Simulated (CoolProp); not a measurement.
Propylene along the isotherm 301.85 °C: fugacity coefficient from the reference equation and from simpler models built on Tc = 91.1 °C, pc = 4555 kPa, ω = 0.146; each cubic takes its own stable root.

Values from CoolProp's reference Helmholtz-energy equation of state, Lemmon 2013.

| p (kPa) | phase | reference |
|---|---|---|
| 5060 | supercritical | 0.9272 |
| 10100 | supercritical | 0.8673 |
| 15200 | supercritical | 0.8200 |
| 20200 | supercritical | 0.7869 |
| 25300 | supercritical | 0.7658 |
| 30400 | supercritical | 0.7552 |
| 35400 | supercritical | 0.7529 |
| 40500 | supercritical | 0.7574 |
| 45500 | supercritical | 0.7672 |

Problem. How far does each simpler model (Redlich-Kwong, Soave-Redlich-Kwong, Peng-Robinson) lie from the reference over these 9 states: mean and median of the absolute difference, and the worst?

Solution. 
- Redlich-Kwong: mean 3.5 %, median 3.9 %, worst -4.6 % at 301.85 °C and 45500 kPa
- Soave-Redlich-Kwong: mean 6.8 %, median 7.4 %, worst +11.0 % at 301.85 °C and 45500 kPa
- Peng-Robinson: mean 1.5 %, median 1.5 %, worst -2.3 % at 301.85 °C and 45500 kPa
